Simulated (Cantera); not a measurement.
# Thermodynamics of silicon oxide and oxynitride deposition, feed SiCl4 + NO + N2

A closed system holds: 1 mol SiCl4, a varied amount of NO, 180 mol N2, at 1223 K and 0.133 bar.

Method: chemical equilibrium by Gibbs-energy minimisation in Cantera with the NASA 1993 tables (ideal gas, pure condensed phases). Candidate condensed phases: Si, SiO2, Si2N2O, Si3N4; 23 gas species. The tables hold silica as quartz up to 1696 K and as liquid above; real silica turns to tridymite and cristobalite and melts near 1996 K. The numbers say what is thermodynamically allowed, not how fast it happens.

```
n(NO) (mol)   x N2      x O2    x Cl2     x Cl  n SiO2(β-quartz)
-----------  -----  --------  -------  -------  ----------------
1.6          0.989  4.94e-10  0.00802  0.00147             0.800
3.8          0.983   0.00485  0.00999  0.00164              1.00
6            0.978    0.0107  0.00987  0.00163              1.00
8.2          0.972    0.0163  0.00975  0.00162              1.00
10           0.968    0.0209  0.00966  0.00161              1.00
13           0.961    0.0283  0.00950  0.00160              1.00
15           0.956    0.0331  0.00940  0.00159              1.00
17           0.951    0.0378  0.00930  0.00158              1.00
19           0.947    0.0424  0.00920  0.00157              1.00
22           0.940    0.0492  0.00906  0.00156              1.00
24           0.936    0.0536  0.00897  0.00155              1.00
26           0.932    0.0579  0.00888  0.00154              1.00
```
x: gas mole fraction; n: condensed amount in mol.

From 1.6 mol NO to 26 mol NO the condensed part is SiO2(β-quartz).
